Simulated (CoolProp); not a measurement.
A simple Rankine cycle with the fluoroketone C6F12O (FK-5-1-12): condensing at 327.15 K, boiler at 1.49 MPa, turbine inlet 434.7 K, turbine efficiency 0.7, pump efficiency 0.6, no recuperator. Each further row changes one setting.

Model: reference Helmholtz-energy equation of state, McLinden 2015, in CoolProp.

```csv
case,thermal efficiency (%),net work (kJ/kg),heat in (kJ/kg),turbine exit temperature (K),volume ratio over the turbine
as stated,8.7,14.6,168,399.0,[?]
turbine inlet 454.7 K,8.4,16.2,193,[?],[?]
condensing temperature 319.15 K,9.3,16.5,177,396.7,25.3
boiler pressure 1.04 MPa,[?],13.8,178,409.5,10.5
turbine efficiency 0.6,7.3,[?],168,401.4,19.3
```

### Question
Some entries are withheld; supply them.

### Answer

- as stated, volume ratio over the turbine: 19.2
- turbine inlet 454.7 K, turbine exit temperature (K): 423.1
- turbine inlet 454.7 K, volume ratio over the turbine: 16.3
- boiler pressure 1.04 MPa, thermal efficiency (%): 7.8
- turbine efficiency 0.6, net work (kJ/kg): 12.3
